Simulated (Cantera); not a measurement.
# Adiabatic ignition

An adiabatic, constant-volume homogeneous reactor starts with CH4 : CO : O2 : N2 : H2O : H2 = 1 : 0.4 : 4.78 : 18 : 1.9 : 0.32 (molar parts), equivalence ratio 0.49, at 1350 K and 26.0 bar.

Detailed kinetics in Cantera: GRI-Mech 3.0 (53 species, 325 reactions). The pressure lies above the range GRI-Mech 3.0 was tuned for (to about 10 atm).

```json
[
 {"t (s)": "1.00e-5", "T (K)": "1350", "P (bar)": "26.0", "x CH4": "0.0379", "x CO": "0.0152", "x O2": "0.181", "x CH2CO": "4.21e-11", "x NO2": "<1e-12", "x N2O": "3.63e-11"},
 {"t (s)": "3.15e-5", "T (K)": "1352", "P (bar)": "26.0", "x CH4": "0.0377", "x CO": "0.0151", "x O2": "0.181", "x CH2CO": "3.79e-9", "x NO2": "<1e-12", "x N2O": "8.56e-10"},
 {"t (s)": "9.90e-5", "T (K)": "2516", "P (bar)": "47.9", "x CH4": "<1e-12", "x CO": "0.00102", "x O2": "0.0916", "x CH2CO": "<1e-12", "x NO2": "4.03e-7", "x N2O": "4.82e-6"},
 {"t (s)": "0.000312", "T (K)": "2512", "P (bar)": "47.9", "x CH4": "<1e-12", "x CO": "0.001000", "x O2": "0.0907", "x CH2CO": "<1e-12", "x NO2": "7.02e-6", "x N2O": "4.78e-6"},
 {"t (s)": "0.000981", "T (K)": "2503", "P (bar)": "47.7", "x CH4": "<1e-12", "x CO": "0.000963", "x O2": "0.0887", "x CH2CO": "<1e-12", "x NO2": "2.31e-5", "x N2O": "4.72e-6"},
 {"t (s)": "0.00309", "T (K)": "2489", "P (bar)": "47.4", "x CH4": "<1e-12", "x CO": "0.000915", "x O2": "0.0860", "x CH2CO": "<1e-12", "x NO2": "4.51e-5", "x N2O": "4.72e-6"},
 {"t (s)": "0.00972", "T (K)": "2485", "P (bar)": "47.3", "x CH4": "<1e-12", "x CO": "0.000899", "x O2": "0.0851", "x CH2CO": "<1e-12", "x NO2": "5.24e-5", "x N2O": "4.73e-6"},
 {"t (s)": "0.0306", "T (K)": "2485", "P (bar)": "47.3", "x CH4": "<1e-12", "x CO": "0.000899", "x O2": "0.0851", "x CH2CO": "<1e-12", "x NO2": "5.25e-5", "x N2O": "4.73e-6"},
 {"t (s)": "0.0962", "T (K)": "2485", "P (bar)": "47.3", "x CH4": "<1e-12", "x CO": "0.000899", "x O2": "0.0851", "x CH2CO": "<1e-12", "x NO2": "5.25e-5", "x N2O": "4.73e-6"},
 {"t (s)": "0.303", "T (K)": "2485", "P (bar)": "47.3", "x CH4": "<1e-12", "x CO": "0.000899", "x O2": "0.0851", "x CH2CO": "<1e-12", "x NO2": "5.25e-5", "x N2O": "4.73e-6"},
 {"t (s)": "0.953", "T (K)": "2485", "P (bar)": "47.3", "x CH4": "<1e-12", "x CO": "0.000899", "x O2": "0.0851", "x CH2CO": "<1e-12", "x NO2": "5.25e-5", "x N2O": "4.73e-6"},
 {"t (s)": "3.00", "T (K)": "2485", "P (bar)": "47.3", "x CH4": "<1e-12", "x CO": "0.000899", "x O2": "0.0851", "x CH2CO": "<1e-12", "x NO2": "5.25e-5", "x N2O": "4.73e-6"}
]
```
x: mole fraction; the columns are a selection and need not sum to one.

```json
{
  "time_of_steepest_temperature_rise": "86.1 µs",
  "temperature at 3.00 s": "2485 K",
  "equilibrium_temperature": "2485 K",
  "x(CH4) at 3.00 s": "<1e-12 (gas-phase equilibrium <1e-12)",
  "x(CO) at 3.00 s": "0.000899 (gas-phase equilibrium 0.000899)",
  "x(O2) at 3.00 s": "0.0851 (gas-phase equilibrium 0.0851)"
}
```
